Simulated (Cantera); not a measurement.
An isothermal, constant-pressure homogeneous reactor starts with H2 : O2 : N2 = 1.2 : 1 : 0.57 (molar parts), at 1325 K and 100.0 Torr.

Computed with Cantera and the H2/O2 subset of GRI-Mech 3.0, which has no nitrogen chemistry. The temperature is held fixed by assumption; the heat of reaction is taken as removed at once.

x: mole fraction; the columns are a selection and need not sum to one.

```json
[
 {"t (s)": "3.00e-6", "x H2": "0.433", "x O2": "0.361", "x HO2": "[?]", "x H": "3.84e-8", "x H2O": "6.93e-9"},
 {"t (s)": "1.02e-5", "x H2": "0.433", "x O2": "0.361", "x HO2": "[?]", "x H": "2.61e-7", "x H2O": "1.90e-7"},
 {"t (s)": "3.44e-5", "x H2": "0.433", "x O2": "0.361", "x HO2": "[?]", "x H": "2.58e-5", "x H2O": "3.11e-5"},
 {"t (s)": "0.000116", "x H2": "0.0546", "x O2": "0.188", "x HO2": "[?]", "x H": "0.173", "x H2O": "0.298"},
 {"t (s)": "0.000393", "x H2": "0.0228", "x O2": "0.184", "x HO2": "[?]", "x H": "0.0320", "x H2O": "0.483"},
 {"t (s)": "0.00133", "x H2": "0.00183", "x O2": "0.184", "x HO2": "[?]", "x H": "0.000564", "x H2O": "0.548"},
 {"t (s)": "0.00451", "x H2": "0.000123", "x O2": "0.184", "x HO2": "[?]", "x H": "1.03e-5", "x H2O": "0.552"},
 {"t (s)": "0.0152", "x H2": "1.57e-5", "x O2": "0.184", "x HO2": "[?]", "x H": "5.27e-7", "x H2O": "0.553"},
 {"t (s)": "0.0516", "x H2": "3.15e-6", "x O2": "0.184", "x HO2": "[?]", "x H": "5.13e-8", "x H2O": "0.553"},
 {"t (s)": "0.175", "x H2": "8.97e-7", "x O2": "0.184", "x HO2": "[?]", "x H": "8.04e-9", "x H2O": "0.553"},
 {"t (s)": "0.591", "x H2": "4.94e-7", "x O2": "0.184", "x HO2": "6.08e-8", "x H": "3.29e-9", "x H2O": "0.553"},
 {"t (s)": "2.00", "x H2": "4.76e-7", "x O2": "0.184", "x HO2": "6.09e-8", "x H": "3.11e-9", "x H2O": "0.553"}
]
```

**Question.** Some entries are withheld; supply them.

**Answer.** 
- 3.00e-6, x HO2: 3.67e-8
- 1.02e-5, x HO2: 1.25e-7
- 3.44e-5, x HO2: 7.13e-7
- 0.000116, x HO2: 3.65e-5
- 0.000393, x HO2: 4.78e-5
- 0.00133, x HO2: 2.43e-5
- 0.00451, x HO2: 3.34e-6
- 0.0152, x HO2: 5.30e-7
- 0.0516, x HO2: 1.32e-7
- 0.175, x HO2: 6.57e-8
